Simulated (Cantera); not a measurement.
Charge: 1 mol SiH4, 1.7 mol N2, equilibrated at 0.130 bar.

These are equilibrium values from Cantera (NASA tables, ideal gas, pure condensed phases), not measurements of a reactor. Candidate condensed phases: Si, Si3N4; 18 gas species. N2 is the only nitrogen source here; it is nearly inert below about 1500 K, so the nitride shown seldom forms there in practice. Kinetics and transport are ignored. All values below are at 677 °C.

Base state: H2 0.659, N2 0.341, NH3 3.35e-5 (mole fractions); condensed: Si3N4(s).

Q: What changes in the equilibrium state with this change: 0.12 mol Cl2 added?

A: 
```json
[
 {"species": "H2", "before": "0.659", "after": "0.596"},
 {"species": "N2", "before": "0.341", "after": "0.328"},
 {"species": "HCl", "before": "0", "after": "0.0760"},
 {"species": "SiCl4", "before": "0", "after": "3.71e-5"},
 {"species": "NH3", "before": "3.35e-5", "after": "2.83e-5"},
 {"species": "Si3N4(s), mol", "before": "0.333", "after": "0.333"}
]
```
Further candidate phases: NH4Cl.
